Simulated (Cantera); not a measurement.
Feed: 1 mol CCl4, 0.18 mol Si, held at 2598.15 K and 0.0133 bar.

Method: chemical equilibrium by Gibbs-energy minimisation in Cantera with the NASA 1993 tables (ideal gas, pure condensed phases). Candidate condensed phases: C, Si, SiC; 24 gas species. The tables' values for SiCl, SiCl3 are old estimates; treat these amounts as uncertain. The numbers say what is thermodynamically allowed, not how fast it happens.

Base state: Cl 0.952, SiCl2 0.0422, SiCl 0.00201, Si 0.00132, SiCl3 0.000933, Cl2 0.000648, SiC2 0.000448, C3 0.000162 (mole fractions); condensed: C(graphite).

Problem. What changes in the equilibrium state with this change: temperature from 2598.15 K to 2250 K?

Solution. 
```json
[
 {"species": "Cl", "before": "0.952", "after": "0.948"},
 {"species": "SiCl2", "before": "0.0422", "after": "0.0369"},
 {"species": "SiCl3", "before": "0.000933", "after": "0.00915"},
 {"species": "SiC2", "before": "0.000448", "after": "2.49e-7"},
 {"species": "Si", "before": "0.00132", "after": "2.15e-6"},
 {"species": "C2", "before": "1.52e-5", "after": "4.29e-8"},
 {"species": "C(graphite), mol", "before": "0.994", "after": "1.000"}
]
```
The tables' values for SiCl3, SiCl are old estimates; treat these amounts as uncertain.
